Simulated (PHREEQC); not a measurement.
A PHREEQC speciation (ion-association model, wateq4f.dat) at 25 °C gives pH 2.65 and these molalities:

| species | mol/kgw |
|---|---|
| SO4-2 | 0.00319 |
| H+ | 0.00249 |
| Cu+2 | 0.00220 |
| CuSO4 | 0.000600 |
| HSO4- | 0.000505 |

Task: What are the element totals, and what could have been dissolved in 1 kg of water to give them?

Result: One answer among several that fit: totals Cu(2) 0.00280, S(6) 0.00430 mol/kgw, from 1.5 mmol/kgw H2SO4 and 2.8 mmol/kgw CuSO4.

This is a speciation only: nothing precipitates in the calculation. Complexes and solids missing from the database can't appear.
